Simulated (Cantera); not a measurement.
# Thermodynamics of nitride etching, feed Si3N4 + NF3 + H2

Input: 1 mol Si3N4, a varied amount of NF3, 34 mol H2, equilibrated at 13300 Pa.

Equilibrium computed with Cantera from the NASA thermochemical tables; the gas is ideal and each condensed phase is pure. Candidate condensed phases: Si, Si3N4; 37 gas species. Mutual solubility and eutectic melting of coexisting phases are not modelled. The tables' values for SiF2, SiF3 are old estimates. Equilibrium is a limit: real reactors are often held back by kinetics, nucleation or transport.

Stable condensed phases:

```
T in K \ n(NF3) in mol
         0.65 0.75 0.88    1  1.2  1.4  1.6  1.9  2.2  2.5    3  3.4
   1875     A    A    A    A    A    A    A    A    A    A    B    B
   1825     A    A    A    A    A    A    A    A    A    A    A    B
   1775     C    C    C    C    C    C    D    D    D    D    D    B
   1725     D    D    D    D    D    D    D    D    D    D    D    D
   1675     D    D    D    D    D    D    D    D    D    D    D    D
   1625     D    D    D    D    D    D    D    D    D    D    D    D
   1575     D    D    D    D    D    D    D    D    D    D    D    D
   1525     D    D    D    D    D    D    D    D    D    D    D    D
   1475     D    D    D    D    D    D    D    D    D    D    D    D
   1425     D    D    D    D    D    D    D    D    D    D    D    D
   1375     D    D    D    D    D    D    D    D    D    D    D    D
   1325     D    D    D    D    D    D    D    D    D    D    D    D
   1275     D    D    D    D    D    D    D    D    D    D    D    D
   1225     D    D    D    D    D    D    D    D    D    D    D    D
```

A: Si; B: gas only; C: Si + Si3N4; D: Si3N4.
